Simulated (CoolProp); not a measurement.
Model: reference Helmholtz-energy equation of state, Thol 2017, in CoolProp.

Task: Give the vapour pressure (MPa), enthalpy of vaporisation (kJ/kg), surface tension (mN/m) of saturated octamethyltrisiloxane (MDM) at 75.15, 149.35, 158.65 °C.

Result: 
```tsv
T (°C)	p (MPa)	enthalpy of vaporisation (kJ/kg)	surface tension (mN/m)
75.15	0.00737	185	12.2
149.35	0.0933	154	6.59
158.65	0.119	150	5.96
```

Surface tension comes from a separate correlation (Mulero 2014), older than this fluid's equation and unchecked against measurements.
